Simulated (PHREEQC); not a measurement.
**Hard or scaling water**

Dissolve 0.0006 mol/kgw Ca(HCO3)2, 0.00014 mol/kgw NaHCO3 and 0.0017 mol/kgw H4SiO4 at 25 °C. Closed to the air; pH follows from the charge balance.

Model: ion-association model, phreeqc.dat, run in PHREEQC.

```yaml
pH: 7.93
ionic_strength: 0.00192 mol/kgw
specific_conductance: 128 µS/cm
total_alkalinity: 1.34 meq/kg
```

```
species  molality  activity   log γ
-------  --------  --------  ------
H4SiO4    0.00168   0.00168   0.000
HCO3-     0.00129   0.00123  -0.021
Ca+2     0.000588  0.000486  -0.083
Na+      0.000140  0.000133  -0.021
CO2       3.27e-5   3.27e-5   0.000
H3SiO4-   2.20e-5   2.09e-5  -0.021
```

Precipitation was switched off in this run. The solution is supersaturated, for example in Quartz (slow to form), Chalcedony (slow to form), so a real one may precipitate; this is no full list.
